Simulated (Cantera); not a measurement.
Mixture: CH4 : O2 : N2 = 1 : 1.18 : 4.42 (molar parts), at 101000 Pa, adiabatic and at constant pressure. Ignition delay is the time to a rise of 400 K.

Computed with Cantera and GRI-Mech 3.0 (53 species, 325 reactions).

Predict: delay at 1450 K; delay at 1525 K; delay at 1600 K; delay at 1675 K; delay at 1750 K; apparent activation energy between 1600 and 1750 K.


| Property | Result |
|---|---|
| delay at 1450 K | 2.50 ms |
| delay at 1525 K | 1.12 ms |
| delay at 1600 K | 0.545 ms |
| delay at 1675 K | 0.288 ms |
| delay at 1750 K | 0.164 ms |
| apparent activation energy between 1600 and 1750 K | 190 kJ/mol |
